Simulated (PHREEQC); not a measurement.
Synthetic water in mmol/kgw, 25 °C, pH 6.98, pe 12.4:

| constituent | mmol/kgw |
|---|---|
| Na | 2.8 |
| K | 2.64 |
| Ca | 6.87 |
| Mg | 0.803 |
| Cl | 8.18 |
| S(6) | 2.26 |
| Alkalinity (meq/kgw) | 7.7 |
| Pb | 0.295 |

Na is adjusted to close the charge balance.
Valence states are taken as typed.

Computed with PHREEQC (ion-association model, phreeqc.dat).

Precipitation was switched off in this run.

### Question
What ionic strength, specific conductance does the model give?

### Answer
ionic strength 0.0267 mol/kgw; specific conductance 1940 µS/cm.

### Question
In which forms is Ca present?

### Answer
Ca+2 88 %, CaSO4 7.6 %, CaHCO3+ 4.2 % of the Ca.

Saturation is exceeded, for instance for Cerussite, Pb(OH)2; the values hold only as long as no solid forms.
